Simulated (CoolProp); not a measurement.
Vapour-liquid equilibrium of CH2F2 (R32) (1) + R152A (2) at 0.14 MPa; x and y are mole fractions of (1).

The numbers come from the multi-fluid Helmholtz-energy mixture model, Tillner-Roth 1997 and Outcalt 1996; pair parameters Bell 2016 in CoolProp.

```csv
x,bubble temperature (K),y at the bubble point,dew temperature at overall composition x (K),liquid density (mol/L)
0.05,254.0,0.147,255.8,15.39
0.15,249.3,0.370,253.9,16.04
0.25,245.3,0.529,251.9,16.71
0.35,242.0,0.646,249.7,17.41
0.45,239.1,0.736,247.3,18.13
0.55,236.6,0.807,244.8,18.89
0.65,234.4,0.864,241.9,19.70
0.75,232.4,0.911,238.6,20.55
0.85,230.5,0.951,234.9,21.47
0.95,228.9,0.985,230.6,22.45
```

No azeotrope shows between x = 0.05 and 0.95.

The pair parameters rest on a limited set of measurements; away from them the model extrapolates.
